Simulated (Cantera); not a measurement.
A counterflow diffusion flame at 1.00 bar, nozzles 20 mm apart: fuel side CH₃OH : N₂ = 1 : 0.29 (molar parts) at 425 K, oxidiser side O₂ : N₂ = 0.27 : 0.73 (molar parts) at 350 K, fuel mass flux 1.1 times the oxidiser's; mixture-averaged transport, no radiation.

Model: GRI-Mech 3.0 (53 species, 325 reactions), integrated in Cantera. GRI-Mech 3.0 was tuned for natural gas; its chemistry of methanol as a main component is partial and can be far from experiment. GRI-Mech 3.0 has no aromatics or soot, which form on the fuel side of real flames. The maximum strain rate includes the flame's own expansion and is several times the mean.

x: mole fraction; the columns are a selection and need not sum to one.

```tsv
oxidiser flux (kg/m²/s)	max strain (1/s)	mean strain (1/s)	T max (K)	peak x OH	peak x H	peak x NO	peak x CO	peak x C₂H₂
0.25	159	28.1	2254	0.0130	0.00682	0.000205	0.186	0.000115
0.35	212	39.4	2219	0.0132	0.00756	0.000152	0.184	0.000143
0.48	?	54.0	2182	0.0134	?	?	0.182	?
0.66	368	74.2	2142	0.0134	0.00906	8.52e-5	0.181	0.000211
0.92	496	103	2097	0.0134	0.00988	6.49e-5	0.178	0.000254
1.3	?	146	2052	0.0133	0.0107	?	0.175	?
1.8	914	202	2012	0.0132	0.0116	4.25e-5	0.173	0.000350
2.4	1190	270	1973	0.0129	0.0122	3.61e-5	0.170	0.000386
3.4	1650	382	1925	0.0124	0.0129	2.97e-5	0.167	0.000416
```

Q: What belongs in the gaps?

A: 
- 0.48, max strain (1/s): 278
- 0.48, peak x H: 0.00830
- 0.48, peak x NO: 0.000113
- 0.48, peak x C₂H₂: 0.000175
- 1.3, max strain (1/s): 679
- 1.3, peak x NO: 5.11e-5
- 1.3, peak x C₂H₂: 0.000302
